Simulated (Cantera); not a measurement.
Charge: 1 mol SiF4, 0.28 mol N2O, 0.15 mol O3, held at 570 Pa.

Cantera equilibrium calculation (NASA polynomials, part measured and part estimated; ideal gas, pure solids and liquids). Candidate condensed phases: Si, SiO2, Si2N2O, Si3N4; 28 gas species. Equilibrium is a limit: real reactors are often held back by kinetics, nucleation or transport. All values below are at 1073 K.

Base state: SiF4 0.608, O2 0.222, N2 0.170, NO 3.16e-5 (mole fractions); condensed: gas only.

Problem. What changes in the equilibrium state with this change: 0.24 mol HCl added?

Solution. 
```json
[
 {"species": "SiF4", "before": "0.608", "after": "0.513"},
 {"species": "O2", "before": "0.222", "after": "0.176"},
 {"species": "N2", "before": "0.170", "after": "0.148"},
 {"species": "HF", "before": "0", "after": "0.0679"},
 {"species": "HCl", "before": "0", "after": "0.0580"},
 {"species": "Cl2", "before": "0", "after": "0.0333"},
 {"species": "Cl", "before": "0", "after": "0.00260"},
 {"species": "H2O", "before": "0", "after": "0.000667"},
 {"species": "NO", "before": "3.16e-5", "after": "2.63e-5"},
 {"species": "SiO2(β-quartz), mol", "before": "0", "after": "0.0320"}
]
```
Further candidate phases: H2O, NH4Cl.
